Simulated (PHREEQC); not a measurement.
## Acid mine or pickling water: an equilibrium model

Model water analysis in mg/L, 20 °C, pH 3.09, pe 11.2:

```tsv
constituent	mg/L
Na	198
K	214
Ca	345
Mg	183
Cl	483
S(6) as SO4	1850
Br	32.7
Fe(3)	80.4
Mn(2)	0.326
F	5.7
Zn	2.26
Ni	13.6
```

Valence states are taken as typed.

Computed with PHREEQC (ion-association model, wateq4f.dat).

```yaml
ionic_strength: 0.0633 mol/kgw
total_alkalinity: -4.10 meq/kg
charge_balance_error: -0.6 %
```

```tsv
species	molality	activity	log γ
Cl-	0.0137	0.0109	-0.098
SO4-2	0.0122	0.00530	-0.363
Na+	0.00843	0.00683	-0.091
Ca+2	0.00597	0.00267	-0.350
K+	0.00532	0.00424	-0.098
Mg+2	0.00506	0.00232	-0.338
CaSO4	0.00265	0.00269	0.006
MgSO4	0.00250	0.00253	0.006
H+	0.000962	0.000813	-0.073
FeSO4+	0.000809	0.000657	-0.090
HSO4-	0.000466	0.000376	-0.093
Br-	0.000411	0.000332	-0.092
FeF+2	0.000235	0.000102	-0.360
```

Precipitation was switched off in this run. The solution is supersaturated, for example in Jarosite-K, Jarosite-Na, so a real one may precipitate; this is no full list. Fluoro complexes past AlF4- and FeF3 are missing from the database.
